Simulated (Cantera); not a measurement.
Input (Python, Cantera) and output of one run.

```python
import numpy as np
import cantera as ct

gas_names = """
    H HNO HNO2 HNO3 HO2 H2 H2O H2O2 N NH NH2 NH3 NH2OH NO NO2 NO3 N2 N2H2 N2H4 N2O O OH O2 O3 Si SiH
    SiH2 SiH3 SiH4 SiN SiO SiO2 Si2 Si2N Si3
""".split()
cond_names = """
    H2O(s) H2O(L) Si(cr) Si(L) SiO2(Lqz) SiO2(hqz) SiO2(L) Si2N2O(s) Si3N4(a)
""".split()


# ... load() reads the species with a 1 bar reference pressure and builds the phases ...
atoms = {
    'SiO2': {'Si': 1, 'O': 2},
    'H2': {'H': 2},
    'N2': {'N': 2},
}
top_T = {'Si2N2O(s)': 2100, 'Si3N4(a)': 2400}  # K; cautious upper limits of use, not melting points


# ... equilibrate(T, P, feed) seeds the gas with the atoms and calls Mixture.equilibrate('TP', solver="vcs", rtol=1e-11, max_steps=5000) ...
results = []
T = 1373  # K
P = 3600  # Pa
for m in [39, 52, 71, 96, 130, 180, 240, 320, 440, 600, 810, 1100]:
    feed = {'SiO2': 1, 'H2': m, 'N2': 2.8}  # mol
    mix = equilibrate(T, P, feed)
    results.append((T, P, feed, dict(zip(mix.species_names, mix.species_moles))))

top = {s: max(r[3][s] / sum(r[3][g] for g in gas_names) for r in results) for s in gas_names}
cols = sorted((s for s in top if top[s] > 0.0001), key=lambda s: -top[s])[:8]
seen = [c for c in cond_names if any(r[3].get(c, 0) > 1e-12 for r in results)]
print("log10 of partial pressures in bar; condensed amounts in mol")
print(f"{'n(H2)':>10s}" + "".join(f"{s[:9]:>10s}" for s in cols + seen))
for T, P, feed, n in results:
    ng = sum(n[g] for g in gas_names)
    print(f"{feed['H2']:10.4g}" + "".join(f"{np.log10(max(n[s] / ng * P / 1e5, 1e-99)):10.3f}" for s in cols)
          + "".join(f"{n.get(c, 0):10.4g}" for c in seen))
```

Result:

```
log10 of partial pressures in bar; condensed amounts in mol
     n(H2)        H2        N2 SiO2(hqz) Si2N2O(s)
        39    -1.474    -2.618    0.9978 0.0008444
        52    -1.467    -2.735    0.9973 0.0009952
        71    -1.461    -2.865    0.9967  0.001175
        96    -1.456    -2.992    0.9958  0.001359
       130    -1.453    -3.120    0.9947  0.001543
       180    -1.450    -3.259    0.9933  0.001714
       240    -1.449    -3.382    0.9915  0.001806
       320    -1.448    -3.506    0.9893  0.001788
       440    -1.446    -3.643    0.9861  0.001537
       600    -1.446    -3.777     0.982  0.000891
       810    -1.445    -3.907    0.9763         0
      1100    -1.445    -4.039    0.9679         0
```

These are equilibrium values from Cantera (NASA tables, ideal gas, pure condensed phases), not measurements of a reactor. N2 is the only nitrogen source here; it is nearly inert below about 1500 K, so the nitride shown seldom forms there in practice. Mutual solubility and eutectic melting of coexisting phases are not modelled. The tables hold silica as quartz up to 1696 K and as liquid above; real silica turns to tridymite and cristobalite and melts near 1996 K.
